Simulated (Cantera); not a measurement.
Feed: 1 mol SiH2Cl2, 430 mol H2, held at 0.980 bar.

Equilibrium computed with Cantera from the NASA thermochemical tables; the gas is ideal and each condensed phase is pure. Candidate condensed phases: Si; 19 gas species. The tables' values for SiCl are old estimates; treat these amounts as uncertain. Gases not in the tables: Si2H6 and higher silanes. Rates play no part. All values below are at 2150 °C.

Base state: H2 0.976, H 0.0177, HCl 0.00446, Si 0.00140, SiH 0.000408, SiH2 0.000392, Cl 5.75e-5, SiCl 3.44e-5 (mole fractions); condensed: gas only.

**Question.** What changes in the equilibrium state with this change: pressure from 0.980 bar to 0.150 bar?

**Answer.** 
```csv
species,before,after
H2,0.976,0.949
H,0.0177,0.0446
HCl,0.00446,0.00435
Si,0.00140,0.00193
SiH2,0.000392,8.05e-5
SiCl2,1.67e-5,3.45e-6
Si2,1.74e-5,5.05e-6
Cl,5.75e-5,0.000145
SiH,0.000408,0.000217
```
